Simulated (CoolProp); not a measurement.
n-hexane along the isobar 5.62 MPa: fugacity coefficient from the reference equation and from simpler models built on Tc = 234.7 °C, pc = 3.044 MPa, ω = 0.300; each cubic takes its own stable root.

Computed with CoolProp (reference Helmholtz-energy equation of state, Thol 2019).

| T (°C) | phase | reference |
|---|---|---|
| -37.95 | liquid | 0.0001338 |
| -29.85 | liquid | 0.0002404 |
| -21.85 | liquid | 0.0004104 |
| -13.85 | liquid | 0.0006733 |
| -5.75 | liquid | 0.001072 |
| 2.25 | liquid | 0.001643 |
| 10.25 | liquid | 0.002444 |
| 18.35 | liquid | 0.003557 |
| 26.35 | liquid | 0.005028 |
| 34.35 | liquid | 0.006949 |
| 42.45 | liquid | 0.009445 |
| 50.45 | liquid | 0.01255 |
| 58.45 | liquid | 0.01638 |

Question: How far does each simpler model (van der Waals, Soave-Redlich-Kwong) lie from the reference over these 13 states: mean and median of the absolute difference, and the worst?

Answer: 
- van der Waals: mean 3205.0 %, median 1827.2 %, worst +11372.3 % at -37.95 °C and 5.62 MPa
- Soave-Redlich-Kwong: mean 1.6 %, median 1.3 %, worst +2.9 % at 58.45 °C and 5.62 MPa
